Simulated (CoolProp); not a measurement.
R236FA along the isobar 2.5 MPa: fugacity coefficient from the reference equation and from simpler models built on Tc = 398.1 K, pc = 3.191 MPa, ω = 0.377; each cubic takes its own stable root.

Computed with CoolProp (reference Helmholtz-energy equation of state, Pan 2012).

| T (K) | phase | reference | van der Waals | Redlich-Kwong | Soave-Redlich-Kwong | Peng-Robinson |
|---|---|---|---|---|---|---|
| 235.5 | liquid | 0.007535 | 0.1137 | 0.02526 | 0.007555 | 0.007702 |
| 252 | liquid | 0.01816 | 0.1605 | 0.04915 | 0.01827 | 0.01831 |
| 268.4 | liquid | 0.03792 | 0.2159 | 0.08556 | 0.03839 | 0.03801 |
| 284.9 | liquid | 0.07109 | 0.2803 | 0.1370 | 0.07250 | 0.07113 |
| 301.3 | liquid | 0.1211 | 0.3519 | 0.2039 | 0.1244 | 0.1213 |
| 317.8 | liquid | 0.1918 | 0.4305 | 0.2868 | 0.1980 | 0.1923 |
| 334.2 | liquid | 0.2840 | 0.5134 | 0.3831 | 0.2941 | 0.2850 |
| 350.7 | liquid | 0.3986 | 0.5998 | 0.4910 | 0.4128 | 0.3996 |
| 367.1 | liquid | 0.5317 | 0.6861 | 0.6048 | 0.5484 | 0.5309 |
| 383.6 | liquid | 0.6785 | 0.7430 | 0.7091 | 0.6924 | 0.6709 |
| 400 | gas | 0.7405 | 0.7702 | 0.7454 | 0.7463 | 0.7256 |

At some of these states van der Waals, Redlich-Kwong gives the other phase, because its saturation line lies elsewhere.
